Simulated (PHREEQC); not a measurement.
**Polishing slurry liquid: an equilibrium model**

Dissolve 0.14 mol H2SO4 and 0.0035 mol CO2 per kg of water at 25 °C. Closed to the air; pH follows from the charge balance.

All values are PHREEQC results (ion-association model, phreeqc.dat), not measurements.

Each row changes one thing in this solution. Precipitation was switched off in this run.

```csv
case,pH,ionic strength (mol/kgw),HSO4- (mol/kgw),SO4-2 (mol/kgw),HCO3- (mol/kgw)
as made,0.88,0.186,0.117,0.0230,1.65e-8
0.015 mol/kgw NH3 added,0.92,0.189,0.114,0.0245,1.79e-8
0.01 mol/kgw HNO3 added,0.86,___,0.118,0.0223,___
H2SO4 replaced by Fe2(SO4)3 at the same molality,2.42,0.398,0.00949,0.0835,6.32e-7
0.079 mol/kgw KOH added,1.10,0.208,0.101,0.0339,___
```

**Question.** Complete the blanks.

**Answer.** 
- 0.01 mol/kgw HNO3 added, ionic strength (mol/kgw): 0.195
- 0.01 mol/kgw HNO3 added, HCO3- (mol/kgw): 1.57e-8
- 0.079 mol/kgw KOH added, HCO3- (mol/kgw): 2.75e-8

Some of these states are supersaturated (in Hematite (slow to form), Goethite (slow to form), for instance).
